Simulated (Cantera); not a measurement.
# borazine + H₂O + H₂ (boron, boron nitride and boron oxide)

Input: 1 mol borazine, 1.7 mol H₂O, 32 mol H₂, held at 100 Torr.

Method: chemical equilibrium by Gibbs-energy minimisation in Cantera with the NASA 1993 tables (ideal gas, pure condensed phases). Candidate condensed phases: B, BN, B₂O₃, B₃O₃H₃, H₂O; 39 gas species. The feed counts by its element totals alone. Mutual solubility and eutectic melting of coexisting phases are not modelled. Gases not in the tables: H₃BO₃. The numbers say what is thermodynamically allowed, not how fast it happens.

| T (°C) | x H₂ | x N₂ | x HBO | x HBO₂ | x H₂O | x B₂O₃ | n BN(s) | n B₂O₃(l) |
|---|---|---|---|---|---|---|---|---|
| 927 | 0.984 | 0.0148 | 3.57e-6 | 7.56e-5 | 0.00110 | 6.90e-8 | 1.89 | 0.551 |
| 977 | 0.984 | 0.0148 | 1.14e-5 | 0.000148 | 0.00108 | 3.31e-7 | 1.90 | 0.549 |
| 1027 | 0.984 | 0.0148 | 3.33e-5 | 0.000273 | 0.00105 | 1.40e-6 | 1.90 | 0.546 |
| 1077 | 0.984 | 0.0148 | 8.93e-5 | 0.000481 | 0.00103 | 5.27e-6 | 1.90 | 0.541 |
| 1127 | 0.983 | 0.0148 | 0.000223 | 0.000811 | 0.00100 | 1.80e-5 | 1.90 | 0.531 |
| 1177 | 0.982 | 0.0147 | 0.000522 | 0.00131 | 0.000979 | 5.64e-5 | 1.90 | 0.513 |
| 1227 | 0.981 | 0.0147 | 0.00115 | 0.00205 | 0.000956 | 0.000163 | 1.90 | 0.483 |
| 1277 | 0.978 | 0.0147 | 0.00240 | 0.00311 | 0.000934 | 0.000437 | 1.90 | 0.430 |
| 1327 | 0.973 | 0.0149 | 0.00477 | 0.00459 | 0.000913 | 0.00110 | 1.88 | 0.336 |
x: gas mole fraction; n: condensed amount in mol.

From 927 °C to 1327 °C the condensed part is BN(s) + B₂O₃(l). The share of B in condensed phases is highest at 927 °C (99.9 %) and lowest at 1327 °C (85.1 %).
